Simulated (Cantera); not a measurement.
**Metals in furnace atmospheres: Pb + NH₃ + H₂ + O₂**

Feed: 1 mol Pb, 2.4 mol NH₃, 8.3 mol H₂, 0.04 mol O₂, at 4.60 mbar.

Cantera equilibrium calculation (NASA polynomials, part measured and part estimated; ideal gas, pure solids and liquids). Candidate condensed phases: H₂O, Pb, PbO, PbO₂, Pb₃O₄; 27 gas species. Kinetics and transport are ignored.

```csv
T (°C),log p H₂,log p N₂,log p Pb,log p H₂O,log p H,n Pb(l)
552,-2.38,-3.38,-6.84,-4.55,-12.29,1.000
627,-2.38,-3.38,-5.86,-4.55,-11.12,0.996
702,-2.38,-3.38,-5.04,-4.55,-10.13,0.974
777,-2.39,-3.38,-4.33,-4.56,-9.28,0.866
852,-2.40,-3.39,-3.72,-4.57,-8.55,0.438
927,-2.41,-3.41,-3.49,-4.58,-7.91,0
1002,-2.41,-3.41,-3.49,-4.58,-7.34,0
1077,-2.41,-3.41,-3.49,-4.58,-6.83,0
1152,-2.41,-3.41,-3.49,-4.58,-6.37,0
1227,-2.41,-3.41,-3.49,-4.58,-5.96,0
```
log p: log10 of the partial pressure in bar; n: condensed amount in mol.

From 552 °C to 852 °C the condensed part is Pb(l). From 927 °C to 1227 °C nothing is condensed. The main Pb-bearing gas is Pb throughout.
